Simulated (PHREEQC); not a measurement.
Synthetic water in mmol/kgw, 70 °C, pH 6.18, pe 12.1: Na 306; K 5.08; Ca 22.7; Mg 3.89; Cl 289; S(6) 27.2; Alkalinity (meq/kgw) 3.76; Si 0.395.

Valence states are taken as typed.

Equilibrium calculation in PHREEQC: ion-association model, wateq4f.dat.

```yaml
ionic_strength: 0.375 mol/kgw
activity_of_water: 0.974
charge_balance_error: 2.5 %
```

```tsv
species	molality	activity	log γ
O2	0.863	0.941	0.038
Na+	0.300	0.208	-0.159
Cl-	0.289	0.185	-0.193
Ca+2	0.0186	0.00455	-0.612
SO4-2	0.0157	0.00320	-0.689
NaSO4-	0.00620	0.00427	-0.162
K+	0.00488	0.00313	-0.193
CaSO4	0.00384	0.00419	0.038
HCO3-	0.00320	0.00220	-0.162
CO2	0.00279	0.00304	0.038
Mg+2	0.00254	0.000691	-0.566
MgSO4	0.00130	0.00142	0.038
H4SiO4	0.000394	0.000430	0.038
CaHCO3+	0.000253	0.000178	-0.153
```

Precipitation was switched off in this run. Saturation is exceeded, for instance for Quartz (slow to form); the values hold only as long as no solid forms. At this temperature some constants are extrapolated from 25 °C, and those without enthalpy data are left unchanged.
